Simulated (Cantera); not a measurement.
Stirred combustor or abatement burner

A perfectly stirred reactor is fed with 11.4 % CH3OH, 18.6 % O2, 70.0 % N2, at 9.87 atm; it is adiabatic with a 700 K inlet, and is followed from long to short residence time, starting on the burning branch (τ in s: 0.31, 0.13, 0.053, 0.022, 0.0092, 0.0039, 0.0016, 0.00067, 0.00028, 0.00012, 4.8e-05).

Computed with Cantera and GRI-Mech 3.0 (53 species, 325 reactions). GRI-Mech 3.0 was tuned for natural gas; its chemistry of methanol as a main component is partial and can be far from experiment.

| τ (s) | T (K) | x CH3OH | x O2 | x C2H4 | x NO2 | x O | x CH2 |
|---|---|---|---|---|---|---|---|
| 0.31 | 2428 | 2.63e-8 | 0.0147 | <1e-12 | 3.83e-6 | 0.000388 | 1.02e-9 |
| 0.13 | 2428 | 6.25e-8 | 0.0147 | <1e-12 | 3.74e-6 | 0.000390 | 2.42e-9 |
| 0.053 | 2428 | 1.52e-7 | 0.0149 | <1e-12 | 3.52e-6 | 0.000395 | 5.90e-9 |
| 0.022 | 2428 | 3.62e-7 | 0.0152 | 1.18e-12 | 3.10e-6 | 0.000405 | 1.40e-8 |
| 0.0092 | 2428 | 8.45e-7 | 0.0158 | 5.96e-12 | 2.43e-6 | 0.000425 | 3.21e-8 |
| 0.0039 | 2425 | 1.92e-6 | 0.0165 | 2.65e-11 | 1.65e-6 | 0.000461 | 7.04e-8 |
| 0.0016 | 2416 | 4.39e-6 | 0.0175 | 1.04e-10 | 9.97e-7 | 0.000528 | 1.48e-7 |
| 0.00067 | 2397 | 9.47e-6 | 0.0188 | 2.93e-10 | 6.01e-7 | 0.000654 | 2.70e-7 |
| 0.00028 | 2365 | 1.94e-5 | 0.0207 | 6.07e-10 | 3.71e-7 | 0.000886 | 4.35e-7 |
| 0.00012 | 2318 | 3.76e-5 | 0.0233 | 1.12e-9 | 2.28e-7 | 0.00125 | 6.59e-7 |
| 4.8e-5 | 2249 | 7.64e-5 | 0.0271 | 2.91e-9 | 1.32e-7 | 0.00181 | 1.16e-6 |
x: mole fraction; the columns are a selection and need not sum to one.
